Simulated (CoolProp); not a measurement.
A single-stage vapour-compression cycle with cyclopentane: evaporating at 320.15 K (dew point), condensing at 341.15 K (bubble point), superheat 5 K, subcooling 5 K, compressor efficiency 0.9, no pressure losses. Each further row changes one setting.

Computed with CoolProp (reference Helmholtz-energy equation of state, Gedanitz 2015).

```csv
case,cooling COP,pressure ratio,discharge temperature (K),refrigerating effect (kJ/kg),volumetric capacity (kJ/m³)
as stated,13.3,1.92,347.2,366,923
evaporating temperature 325.15 K,17.9,1.63,346.7,372,1090
condensing temperature 336.15 K,[?],[?],[?],376,948
subcooling 10 K,[?],1.92,347.2,376,948
superheat 15 K,13.3,1.92,[?],[?],926
compressor efficiency 0.8,[?],1.92,[?],366,923
```

### Question
What belongs in the gaps?

### Answer

- condensing temperature 336.15 K, cooling COP: 17.6
- condensing temperature 336.15 K, pressure ratio: 1.66
- condensing temperature 336.15 K, discharge temperature (K): 342.2
- subcooling 10 K, cooling COP: 13.6
- superheat 15 K, discharge temperature (K): 357.0
- superheat 15 K, refrigerating effect (kJ/kg): 380
- compressor efficiency 0.8, cooling COP: 11.8
- compressor efficiency 0.8, discharge temperature (K): 349.5
